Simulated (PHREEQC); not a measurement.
Solution (11 °C): 0.041 mol/kgw NH4HF2, 0.018 mol/kgw (NH4)2SiF6 and 0.012 mol/kgw H2SO4. Closed to the air; pH follows from the charge balance.

All values are PHREEQC results (ion-association model, wateq4f.dat), not measurements.

The pH comes out as 2.58 and the ionic strength comes out as 0.103 mol/kgw. The total alkalinity comes out as -137 meq/kg.

```json
[
 {"species": "NH4+", "molality": "0.0740", "activity": "0.0580", "log γ": "-0.106"},
 {"species": "HF", "molality": "0.0426", "activity": "0.0436", "log γ": "0.010"},
 {"species": "F-", "molality": "0.0183", "activity": "0.0140", "log γ": "-0.117"},
 {"species": "SiF6-2", "molality": "0.0180", "activity": "0.00683", "log γ": "-0.421"},
 {"species": "SO4-2", "molality": "0.00827", "activity": "0.00311", "log γ": "-0.425"},
 {"species": "H2F2", "molality": "0.00788", "activity": "0.00807", "log γ": "0.010"},
 {"species": "H+", "molality": "0.00321", "activity": "0.00266", "log γ": "-0.082"}
]
```

No solid was allowed to form. wateq4f.dat counts part of the HF as a dimer, H2F2, which phreeqc.dat doesn't know; its constant is uncertain. Away from 25 °C the constants follow the database's enthalpies or fits; those with neither stay at their 25 °C values. SiF6-2 is the database's only silicon fluoride.
